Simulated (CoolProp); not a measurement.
Properties of n-perfluorobutane along the isotherm -36.85 °C (Tc = 113.2 °C, pc = 2.322 MPa, ω = 0.372).

Computed with CoolProp (reference Helmholtz-energy equation of state, Gao 2022).

```
p (MPa)   phase         Z  cp (kJ/(kg K))  speed of sound (m/s)  expansivity (1/kK)
-------  ------  --------  --------------  --------------------  ------------------
0.011       gas    0.9923          0.7753                 92.33               4.337
0.0226   liquid  0.001595           1.062                 588.5               1.988
0.0465   liquid  0.003282           1.062                 588.6               1.987
0.0954   liquid  0.006732           1.062                 588.9               1.986
0.196    liquid   0.01383           1.062                 589.4               1.984
0.402    liquid   0.02835           1.062                 590.5               1.979
0.826    liquid   0.05819           1.061                 592.6               1.968
1.7      liquid    0.1195           1.060                 597.1               1.948
3.48     liquid    0.2438           1.058                 605.9               1.908
```
